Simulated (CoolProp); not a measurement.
n-dodecane along the isobar 5.19 bar: density (kg/m³) from the reference equation and from simpler models built on Tc = 385.0 °C, pc = 18.18 bar, ω = 0.574; each cubic takes its own stable root.

Computed with CoolProp (reference Helmholtz-energy equation of state, Lemmon 2004). It is a short technical equation, of lower accuracy than the large ones.

| T (°C) | phase | reference | van der Waals | Redlich-Kwong | Soave-Redlich-Kwong | Peng-Robinson |
|---|---|---|---|---|---|---|
| 130.95 | liquid | 666.8 | 347.2 | 509.4 | 546.1 | 615.0 |
| 139.45 | liquid | 660.2 | 344.0 | 504.0 | 541.5 | 610.1 |
| 147.95 | liquid | 653.5 | 340.7 | 498.4 | (withheld) | 604.9 |
| 156.45 | liquid | 646.6 | 337.4 | 492.7 | 531.8 | 599.6 |
| 164.95 | liquid | 639.7 | 333.9 | 486.9 | 526.7 | 594.1 |
| 173.45 | liquid | 632.7 | 330.4 | 480.8 | 521.3 | 588.3 |
| 181.95 | liquid | 625.6 | 326.7 | 474.6 | 515.8 | 582.3 |
| 190.45 | liquid | 618.3 | 322.9 | 468.3 | 510.0 | 576.0 |
| 198.95 | liquid | 610.9 | 319.0 | 461.6 | 503.9 | 569.4 |
| 207.45 | liquid | 603.3 | 314.8 | 454.8 | 497.6 | 562.5 |
| 215.95 | liquid | (withheld) | 310.6 | 447.7 | 491.0 | 555.3 |
| 224.45 | liquid | 587.5 | 26.74 | 440.4 | 484.1 | 547.7 |
| 232.95 | liquid | (withheld) | 25.97 | 432.8 | 476.9 | 539.8 |
| 241.45 | liquid | 570.9 | 25.25 | 424.8 | 469.3 | 531.4 |
| 249.95 | liquid | 562.2 | 24.58 | 416.4 | 461.3 | 522.5 |

### Question
Complete the blanks.

### Answer

- 147.95, Soave-Redlich-Kwong: 536.8
- 215.95, reference: 595.5
- 232.95, reference: 579.4

At some of these states van der Waals gives the other phase, because its saturation line lies elsewhere.
